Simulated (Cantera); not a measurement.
A freely propagating, adiabatic, planar premixed flame of 45.5 % H2, 10.8 % O2, 40.7 % N2, 3.05 % H2O, equivalence ratio 2.1, unburnt at 700 K and 100000 Pa; mixture-averaged transport, grid criteria slope 0.08 and curve 0.16, no radiation.

Cantera simulation using the H2/O2 subset of GRI-Mech 3.0, which has no nitrogen chemistry; the numbers are that mechanism's predictions, not measurements. Burning velocities carry a grid error of a few per cent, more on coarse grids.

**Question.** Predict: laminar burning velocity; thermal thickness; peak x(OH); peak x(O); peak x(H2O2).

**Answer.** 
- laminar burning velocity: 1140 cm/s
- thermal thickness: 0.476 mm
- peak x(OH): 0.00550
- peak x(O): 0.00406
- peak x(H2O2): 4.37e-6
